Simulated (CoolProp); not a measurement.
n-perfluorohexane at several states: density (kg/m³) from the reference equation and from simpler models built on Tc = 448.0 K, pc = 17.42 bar, ω = 0.497; each cubic takes its own stable root.

Values from CoolProp's reference Helmholtz-energy equation of state, Gao 2022.

```csv
T (K),p (bar),phase,reference
435.7,3.68,gas,37.63
403.8,2.4,gas,26.10
299.9,0.11,gas,1.505
319.8,3.34,liquid,1613
```

**Question.** How far does each simpler model (van der Waals, Redlich-Kwong, Peng-Robinson) lie from the reference over these 4 states: mean and median of the absolute difference, and the worst?

**Answer.** 
- van der Waals: mean 25.3 %, median 1.9 %, worst -96.9 % at 319.8 K and 3.34 bar
- Redlich-Kwong: mean 5.4 %, median 0.7 %, worst -20.0 % at 319.8 K and 3.34 bar
- Peng-Robinson: mean 0.8 %, median 0.5 %, worst -2.1 % at 319.8 K and 3.34 bar

At some of these states van der Waals gives the other phase, because its saturation line lies elsewhere.
